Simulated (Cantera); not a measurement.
What does this Cantera script print?

```python
import numpy as np
import cantera as ct

gas_names = """
    CL CLO CL2 H HCL HOCL HO2 H2 H2O H2O2 O OH O2 O3 Ti TiCL TiCL2 TiCL3 TiCL4 TiO TiOCL TiOCL2 TiO2
""".split()
cond_names = """
    H2O(s) H2O(L) Ti(a) Ti(b) Ti(L) TiCL2(s) TiCL3(s) TiCL4(L) TiO(a) TiO(b) TiO(L) TiO2(ru) TiO2(L)
    Ti2O3(a) Ti2O3(b) Ti2O3(L) Ti3O5(a) Ti3O5(b) Ti3O5(L) Ti4O7(s) Ti4O7(L)
""".split()


# ... load() reads the species with a 1 bar reference pressure and builds the phases ...
atoms = {
    'TiO2': {'Ti': 1, 'O': 2},
    'HCl': {'H': 1, 'CL': 1},
}
top_T = {'TiCL2(s)': 1300, 'TiCL3(s)': 1000}  # K; cautious upper limits of use, not melting points


# ... equilibrate(T, P, feed) seeds the gas with the atoms and calls Mixture.equilibrate('TP', solver="vcs", rtol=1e-11, max_steps=5000) ...
results = []
feed = {'TiO2': 1, 'HCl': 2.7}  # mol
T = 1225  # K
P = 190000  # Pa
mix = equilibrate(T, P, feed)
results.append((T, P, feed, dict(zip(mix.species_names, mix.species_moles))))
x = sorted(zip(gas.X, gas.species_names), reverse=True)
print(f"T = {T:g} K  P = {P:g} Pa  gas = {mix.phase_moles(0):.4g} mol")
print("   x: " + "  ".join(f"{s} {v:.3e}" for v, s in x if v > 1e-05))
print("   condensed (mol): " + ("  ".join(f"{mix.phase(i).name} {mix.phase_moles(i):.4g}"
      for i in range(1, mix.n_phases) if mix.phase_moles(i) > 1e-12) or "none"))
```

Output:

```
T = 1225 K  P = 190000 Pa  gas = 2.688 mol
   x: HCL 9.859e-01  H2O 9.323e-03  TiCL4 4.661e-03  H2 5.039e-05  CL2 3.727e-05  CL 2.703e-05
   condensed (mol): TiO2(ru) 0.9875
```

These are equilibrium values from Cantera (NASA tables, ideal gas, pure condensed phases), not measurements of a reactor. Gases not in the tables: TiO(OH)2.
